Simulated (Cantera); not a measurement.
A closed system holds: 1 mol Ti(OiPr)₄, 250 mol H₂, at 10.0 mbar.

Method: chemical equilibrium by Gibbs-energy minimisation in Cantera with the NASA 1993 tables (ideal gas, pure condensed phases). Candidate condensed phases: C, C₆H₆, C₇H₈, C₈H₁₈, H₂O, Ti, TiC, TiO, TiO₂, Ti₂O₃, Ti₃O₅, Ti₄O₇; 113 gas species. The feed counts by its element totals alone. TiC: taken at fixed stoichiometry. Kinetics and transport are ignored.

x: gas mole fraction; n: condensed amount in mol.

| T (K) | x H₂ | x H | x CO | x C₂H₂ (acetylene) | x CH₄ | x CH₃ | n C(graphite) | n TiC(s) |
|---|---|---|---|---|---|---|---|---|
| 1475 | 0.985 | 0.000129 | 0.0149 | 6.57e-6 | ___ | 7.45e-8 | 6.99 | 1.00 |
| 1525 | 0.985 | 0.000235 | 0.0149 | 1.19e-5 | ___ | 1.07e-7 | 6.99 | 1.00 |
| 1575 | 0.985 | 0.000412 | 0.0149 | 2.08e-5 | ___ | 1.50e-7 | 6.98 | 1.00 |
| 1625 | 0.984 | 0.000700 | 0.0149 | 3.50e-5 | ___ | 2.06e-7 | 6.98 | 1.00 |
| 1675 | 0.984 | 0.00115 | 0.0149 | 5.71e-5 | ___ | 2.78e-7 | 6.97 | 1.00 |
| 1725 | 0.983 | 0.00184 | 0.0149 | 9.06e-5 | ___ | 3.67e-7 | 6.95 | 1.00 |
| 1775 | 0.982 | 0.00287 | 0.0149 | 0.000140 | ___ | 4.78e-7 | 6.92 | 1.00 |
| 1825 | 0.981 | 0.00436 | 0.0149 | 0.000211 | ___ | 6.12e-7 | 6.88 | 1.000 |
| 1875 | 0.978 | 0.00648 | 0.0149 | 0.000310 | ___ | 7.72e-7 | 6.83 | 1.000 |
| 1925 | 0.975 | 0.00944 | 0.0149 | 0.000447 | ___ | 9.61e-7 | 6.76 | 1.000 |
| 1975 | 0.971 | 0.0135 | 0.0148 | 0.000631 | ___ | 1.18e-6 | 6.66 | 1.000 |
| 2025 | 0.965 | 0.0189 | 0.0148 | 0.000874 | ___ | 1.43e-6 | 6.53 | 1.000 |
| 2075 | 0.958 | 0.0261 | 0.0147 | 0.00119 | ___ | 1.71e-6 | 6.35 | 1.000 |

Problem. Some entries are withheld; supply them.

Solution. 
- 1475, x CH₄: 2.82e-5
- 1525, x CH₄: 2.21e-5
- 1575, x CH₄: 1.76e-5
- 1625, x CH₄: 1.42e-5
- 1675, x CH₄: 1.17e-5
- 1725, x CH₄: 9.65e-6
- 1775, x CH₄: 8.07e-6
- 1825, x CH₄: 6.82e-6
- 1875, x CH₄: 5.80e-6
- 1925, x CH₄: 4.97e-6
- 1975, x CH₄: 4.28e-6
- 2025, x CH₄: 3.71e-6
- 2075, x CH₄: 3.22e-6
